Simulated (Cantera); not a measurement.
Charge: 1 mol BCl3, a varied amount of H2, 0.14 mol N2, equilibrated at 15.8 Torr.

These are equilibrium values from Cantera (NASA tables, ideal gas, pure condensed phases), not measurements of a reactor. Candidate condensed phases: B, BN, NH4Cl; 21 gas species. Mutual solubility and eutectic melting of coexisting phases are not modelled. The tables' values for BCl2 are old estimates. Kinetics and transport are ignored.

What condenses at these points (T in K, n(H2) in mol): (2098, 6.4); (1948, 9.7); (1848, 3.5); (2198, 1); (1898, 1.6); (1898, 1); (2098, 1.3)?


```csv
T (K),n(H2) in mol,condensed phases,B condensed (%)
2098,6.4,B,17.0
1948,9.7,B + BN,63.2
1848,3.5,B + BN,63.8
2198,1,gas only,0.0
1898,1.6,B + BN,35.4
1898,1,BN,27.0
2098,1.3,gas only,0.0
```
